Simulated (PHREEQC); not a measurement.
Solution (25 °C): 0.055 mol FeCl3, 0.23 mol ZnCl2 and 0.093 mol H2SO4 per kg of water. Closed to the air; pH follows from the charge balance.

Model: ion-association model, phreeqc.dat, run in PHREEQC.

```
quantity                  before   after
------------------------  ------  ------
pH                          0.97    0.98
ionic strength (mol/kgw)   0.812   0.733
Cl- (mol/kgw)              0.513   0.451
HSO4- (mol/kgw)           0.0355  0.0475
SO4-2 (mol/kgw)           0.0155  0.0201
```

Question: Which change was made?
(A) ZnCl2 left out
(B) 0.016 mol/kgw NaCl added
(C) diluted 100-fold with water
(D) FeCl3 replaced by (CH3)4NCl at the same molality
(E) H2SO4 from 0.093 to 0.0093 mol/kgw

Answer: D, FeCl3 replaced by (CH3)4NCl at the same molality

This is a speciation only: nothing precipitates in the calculation. The ionic strength passes 0.7 mol/kgw, the rough limit of the ion-association models, in every such run. Some of these states are supersaturated (in Hematite (slow to form), Goethite (slow to form), for instance).
